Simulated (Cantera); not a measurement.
Cantera run:

```python
import numpy as np
import cantera as ct

gas_names = """
    CL CL2 H HCL H2 Si SiCL SiCL2 SiCL3 SiCL4 SiH SiHCL3 SiH2 SiH2CL2 SiH3 SiH3CL SiH4 Si2 Si3
""".split()
cond_names = """
    Si(cr) Si(L)
""".split()


# ... load() reads the species with a 1 bar reference pressure and builds the phases ...
atoms = {
    'Si': {'Si': 1},
    'HCl': {'H': 1, 'CL': 1},
}
top_T = {}  # K; cautious upper limits of use, not melting points


# ... equilibrate(T, P, feed) seeds the gas with the atoms and calls Mixture.equilibrate('TP', solver="vcs", rtol=1e-11, max_steps=5000) ...
results = []
feed = {'Si': 1, 'HCl': 9.8}  # mol
P = 13  # Pa
for T in [975, 1025, 1075, 1125, 1175, 1225, 1275, 1325, 1375, 1425, 1475, 1525, 1575, 1625]:
    mix = equilibrate(T, P, feed)
    results.append((T, P, feed, dict(zip(mix.species_names, mix.species_moles))))
    x = sorted(zip(gas.X, gas.species_names), reverse=True)
    print(f"T = {T:g} K  P = {P:g} Pa  gas = {mix.phase_moles(0):.4g} mol")
    print("   x: " + "  ".join(f"{s} {v:.3e}" for v, s in x if v > 1e-05))
    print("   condensed (mol): " + ("  ".join(f"{mix.phase(i).name} {mix.phase_moles(i):.4g}"
          for i in range(1, mix.n_phases) if mix.phase_moles(i) > 1e-12) or "none"))
```

Result:

```
T = 975 K  P = 13 Pa  gas = 8.803 mol
   x: HCL 6.597e-01  H2 2.267e-01  SiCL4 1.128e-01  SiCL3 5.106e-04  SiHCL3 2.216e-04  SiCL2 6.544e-05
   condensed (mol): none
T = 1025 K  P = 13 Pa  gas = 8.81 mol
   x: HCL 6.609e-01  H2 2.256e-01  SiCL4 1.114e-01  SiCL3 1.436e-03  SiCL2 3.865e-04  SiHCL3 3.267e-04
   condensed (mol): none
T = 1075 K  P = 13 Pa  gas = 8.832 mol
   x: HCL 6.644e-01  H2 2.224e-01  SiCL4 1.074e-01  SiCL3 3.541e-03  SiCL2 1.848e-03  SiHCL3 4.467e-04
   condensed (mol): none
T = 1125 K  P = 13 Pa  gas = 8.894 mol
   x: HCL 6.738e-01  H2 2.138e-01  SiCL4 9.763e-02  SiCL3 7.388e-03  SiCL2 6.880e-03  SiHCL3 5.380e-04
   condensed (mol): none
T = 1175 K  P = 13 Pa  gas = 9.024 mol
   x: HCL 6.929e-01  H2 1.963e-01  SiCL4 7.929e-02  SiCL2 1.868e-02  SiCL3 1.231e-02  SiHCL3 5.295e-04  CL 1.469e-05
   condensed (mol): none
T = 1225 K  P = 13 Pa  gas = 9.211 mol
   x: HCL 7.193e-01  H2 1.721e-01  SiCL4 5.551e-02  SiCL2 3.661e-02  SiCL3 1.603e-02  SiHCL3 4.144e-04  CL 4.080e-05  H 1.134e-05
   condensed (mol): none
T = 1275 K  P = 13 Pa  gas = 9.402 mol
   x: HCL 7.450e-01  H2 1.485e-01  SiCL2 5.552e-02  SiCL4 3.362e-02  SiCL3 1.694e-02  SiHCL3 2.705e-04  CL 1.061e-04  H 2.491e-05
   condensed (mol): none
T = 1325 K  P = 13 Pa  gas = 9.554 mol
   x: HCL 7.645e-01  H2 1.305e-01  SiCL2 7.105e-02  SiCL4 1.808e-02  SiCL3 1.538e-02  CL 2.544e-04  SiHCL3 1.581e-04  H 5.182e-05
   condensed (mol): none
T = 1375 K  P = 13 Pa  gas = 9.655 mol
   x: HCL 7.767e-01  H2 1.191e-01  SiCL2 8.190e-02  SiCL3 1.263e-02  SiCL4 8.952e-03  CL 5.602e-04  H 1.037e-04  SiHCL3 8.754e-05
   condensed (mol): none
T = 1425 K  P = 13 Pa  gas = 9.717 mol
   x: HCL 7.832e-01  H2 1.125e-01  SiCL2 8.881e-02  SiCL3 9.798e-03  SiCL4 4.251e-03  CL 1.144e-03  H 2.007e-04  SiHCL3 4.780e-05
   condensed (mol): none
T = 1475 K  P = 13 Pa  gas = 9.757 mol
   x: HCL 7.858e-01  H2 1.091e-01  SiCL2 9.305e-02  SiCL3 7.405e-03  CL 2.193e-03  SiCL4 2.005e-03  H 3.757e-04  SiHCL3 2.634e-05
   condensed (mol): none
T = 1525 K  P = 13 Pa  gas = 9.786 mol
   x: HCL 7.856e-01  H2 1.076e-01  SiCL2 9.564e-02  SiCL3 5.555e-03  CL 3.986e-03  SiCL4 9.584e-04  H 6.805e-04  SiHCL3 1.483e-05  SiCL 1.196e-05
   condensed (mol): none
T = 1575 K  P = 13 Pa  gas = 9.815 mol
   x: HCL 7.827e-01  H2 1.073e-01  SiCL2 9.721e-02  CL 6.920e-03  SiCL3 4.170e-03  H 1.194e-03  SiCL4 4.681e-04  SiCL 2.399e-05
   condensed (mol): none
T = 1625 K  P = 13 Pa  gas = 9.849 mol
   x: HCL 7.769e-01  H2 1.080e-01  SiCL2 9.810e-02  CL 1.152e-02  SiCL3 3.142e-03  H 2.034e-03  SiCL4 2.337e-04  SiCL 4.623e-05
   condensed (mol): none
```

Cantera equilibrium calculation (NASA polynomials, part measured and part estimated; ideal gas, pure solids and liquids). The tables' values for SiCl3, SiCl are old estimates; treat these amounts as uncertain.
